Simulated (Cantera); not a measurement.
## Premixed flame

A freely propagating, adiabatic, planar premixed flame of CO : H2 : CH4 : O2 : N2 = 1 : 0.059 : 0.29 : 1.6 : 4.69 (molar parts), equivalence ratio 0.69, unburnt at 600 K and 0.133 bar; mixture-averaged transport, grid criteria slope 0.08 and curve 0.16, no radiation.

Model: GRI-Mech 3.0 (53 species, 325 reactions), integrated in Cantera. Burning velocities carry a grid error of a few per cent, more on coarse grids.

```csv
z (mm),T (K),u (m/s),x CO,x H2,x CH4,x CH2,x HCN,x C2H
-8.30,600,2.33,0.131,0.00773,0.0380,<1e-8,<1e-8,<1e-8
-5.54,600,2.33,0.131,0.00778,0.0380,<1e-8,<1e-8,<1e-8
-4.15,600,2.33,0.131,0.00792,0.0380,<1e-8,<1e-8,<1e-8
-2.77,603,2.35,0.131,0.00852,0.0379,<1e-8,<1e-8,<1e-8
-1.38,674,2.63,0.129,0.0112,0.0363,9.46e-8,<1e-8,<1e-8
-0.692,881,3.46,0.129,0.0141,0.0282,8.40e-7,<1e-8,<1e-8
0,1271,5.02,0.129,0.0145,0.00795,5.55e-6,2.40e-8,<1e-8
0.692,1451,5.72,0.112,0.00898,0.000424,5.30e-7,2.06e-8,<1e-8
1.38,1508,5.92,0.0928,0.00659,1.07e-5,1.46e-8,<1e-8,<1e-8
2.77,1583,6.15,0.0680,0.00673,1.30e-8,<1e-8,<1e-8,<1e-8
5.54,1674,6.44,0.0520,0.00718,<1e-8,<1e-8,<1e-8,<1e-8
11.1,1776,6.79,0.0482,0.00671,<1e-8,<1e-8,<1e-8,<1e-8
22.1,1893,7.17,0.0449,0.00575,<1e-8,<1e-8,<1e-8,<1e-8
```
x: mole fraction of selected species; z is measured from the peak of heat release.

```
Property                     Value
------------------------  --------
laminar burning velocity  233 cm/s
thermal thickness          2.77 mm
peak x(CH2)                5.68e-6
peak x(HCN)                2.92e-8
peak x(C2H)                  <1e-8
grid points                    188
```
